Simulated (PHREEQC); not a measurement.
Model water analysis in mg/kgw, 5 °C, pH 7.3, pe 11.9:

| constituent | mg/kgw |
|---|---|
| Na | 23.4 |
| K | 6.03 |
| Ca | 18.9 |
| Mg | 0.462 |
| Cl | 33.3 |
| S(6) as SO4 | 24.6 |
| Alkalinity as HCO3 | 42 |
| Si as SiO2 | 0.444 |
| Sr | 0.0728 |

Valence states are taken as typed.

The numbers come from PHREEQC with the ion-association model, phreeqc.dat.

The ionic strength comes out as 0.00284 mol/kgw. What activity coefficients do SO4-2, Mg+2, Na+, Cl-, K+ get?

SO4-2 0.80, Mg+2 0.80, Na+ 0.95, Cl- 0.94, K+ 0.94.

This is a speciation only: nothing precipitates in the calculation. Away from 25 °C the constants follow the database's enthalpies or fits; those with neither stay at their 25 °C values.
